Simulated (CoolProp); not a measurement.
Computed with CoolProp (reference Helmholtz-energy equation of state, Gao 2022).

Problem. For n-perfluorohexane, give the phase and the density (kg/m³), speed of sound (m/s) at 339 K and 0.464 MPa; 450 K and 0.464 MPa.

Solution. 
- 339 K and 0.464 MPa: liquid; density 1550, speed of sound 404
- 450 K and 0.464 MPa: gas; density 46.5, speed of sound 96.4
